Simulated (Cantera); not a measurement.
A closed system holds: 1 mol Zr, 6.1 mol N₂O, 270 mol H₂, at 1773.15 K and 13.3 mbar.

Cantera equilibrium calculation (NASA polynomials, part measured and part estimated; ideal gas, pure solids and liquids). Candidate condensed phases: H₂O, Zr, ZrN, ZrO₂; 28 gas species. The numbers say what is thermodynamically allowed, not how fast it happens.

Base state: H₂ 0.961, N₂ 0.0221, H₂O 0.0148, H 0.00242 (mole fractions); condensed: ZrO₂(tetragonal).

### Question
What changes in the equilibrium state with this change: N₂O from 6.1 to 0.16 mol?

### Answer
```json
[
 {"species": "H₂", "before": "0.961", "after": "0.998"},
 {"species": "H", "before": "0.00242", "after": "0.00246"},
 {"species": "H₂O", "before": "0.0148", "after": "1.15e-7"},
 {"species": "N₂", "before": "0.0221", "after": "<1e-9"},
 {"species": "ZrO₂(tetragonal), mol", "before": "1.00", "after": "0.0800"},
 {"species": "Zr(β), mol", "before": "0", "after": "0.600"},
 {"species": "ZrN(s), mol", "before": "0", "after": "0.320"}
]
```
Mutual solubility and eutectic melting of coexisting phases are not modelled. ZrN: taken at fixed stoichiometry. Condensed phases not in the tables: solid solutions among these carbides, nitrides and lower oxides, N, O or C dissolved in the metal.
